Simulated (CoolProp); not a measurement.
A single-stage vapour-compression cycle with R143a: evaporating at 262.15 K (dew point), condensing at 290.15 K (bubble point), superheat 10 K, subcooling 0 K, compressor efficiency 0.6, no pressure losses. Each further row changes one setting.

Computed with CoolProp (reference Helmholtz-energy equation of state, Lemmon and Jacobsen 2000).

```csv
case,cooling COP,pressure ratio,discharge temperature (K),refrigerating effect (kJ/kg),volumetric capacity (kJ/m³)
as stated,4.76,2.35,316.7,166,3000
evaporating temperature 267.15 K,6.03,1.99,313.3,169,3590
condensing temperature 285.15 K,5.97,2.04,309.3,174,3140
subcooling 5 K,4.99,2.35,316.7,174,3140
superheat 20 K,4.78,2.35,327.3,176,3020
compressor efficiency 0.5,3.97,2.35,322.8,166,3000
```
